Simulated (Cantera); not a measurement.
A perfectly stirred reactor is fed with N2O : N2 = 1 : 2.1 (molar parts), at 20.0 Torr; it is held at 1398 K, and followed from long to short residence time.

Detailed kinetics in Cantera: GRI-Mech 3.0 (53 species, 325 reactions). GRI-Mech 3.0 was tuned for natural gas; its chemistry of N2O as a main component is partial and can be far from experiment. Radical loss at walls, strong at low pressure, is not modelled. The mechanism lacks the step 2 NO + O2 → 2 NO2, which can matter for NO2 below about 1400 K. The temperature is held fixed by assumption; the heat of reaction is taken as removed at once.

Task: What does this change do: pressure from 20.0 Torr to 59.3 Torr?

Result: 
| quantity | before | after |
|---|---|---|
| x(N2O) at τ = 2.60 s | 0.145 | 0.0717 |
| x(O2) at τ = 2.60 s | 0.0616 | 0.0877 |
| x(NO2) at τ = 2.60 s | 7.13e-6 | 2.69e-5 |
| x(O) at τ = 2.60 s | 2.48e-5 | 2.30e-5 |
| x(N2) at τ = 2.60 s | 0.764 | 0.800 |
| x(N2O) at τ = 70.0 ms | 0.312 | 0.294 |
| x(O2) at τ = 70.0 ms | 0.00356 | 0.00994 |
| x(NO2) at τ = 70.0 ms | 2.29e-7 | 2.50e-6 |
| x(O) at τ = 70.0 ms | 2.49e-5 | 2.48e-5 |
| x(N2) at τ = 70.0 ms | 0.682 | 0.691 |

Task: What does this change do: N2 2.1 to 10 parts?

Result: 
| quantity | before | after |
|---|---|---|
| x(N2O) at τ = 2.60 s | 0.145 | 0.0432 |
| x(O2) at τ = 2.60 s | 0.0616 | 0.0183 |
| x(NO2) at τ = 2.60 s | 7.13e-6 | 1.90e-6 |
| x(O) at τ = 2.60 s | 2.48e-5 | 2.47e-5 |
| x(N2) at τ = 2.60 s | 0.764 | 0.930 |
| x(N2O) at τ = 70.0 ms | 0.312 | 0.0883 |
| x(O2) at τ = 70.0 ms | 0.00356 | 0.000994 |
| x(NO2) at τ = 70.0 ms | 2.29e-7 | 6.32e-8 |
| x(O) at τ = 70.0 ms | 2.49e-5 | 2.45e-5 |
| x(N2) at τ = 70.0 ms | 0.682 | 0.910 |
